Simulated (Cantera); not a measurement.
Input: 1 mol B2O3, 1.2 mol H2, held at 40000 Pa.

Cantera equilibrium calculation (NASA polynomials, part measured and part estimated; ideal gas, pure solids and liquids). Candidate condensed phases: B, B2O3, B3O3H3, H2O; 23 gas species. Equilibrium is a limit: real reactors are often held back by kinetics, nucleation or transport. All values below are at 1477 °C.

Base state: H2 0.971, HBO 0.0122, HBO2 0.0103, B2O3 0.00419, H2O 0.00169, B2O2 0.000640, H 0.000362, BO 8.58e-5 (mole fractions); condensed: B2O3(l).

Question: What changes in the equilibrium state with this change: pressure from 40000 Pa to 78.0 Pa?

Answer: 
```
species         before    after
------------  --------  -------
H2               0.971    0.461
B2O3           0.00419    0.348
HBO2            0.0103    0.101
BO             8.58e-5   0.0114
B2O2          0.000640   0.0220
HBO             0.0122   0.0492
B3O3H3         4.09e-5  1.03e-8
BO2            2.74e-7  8.81e-5
B2O3(l), mol     0.980        0
```
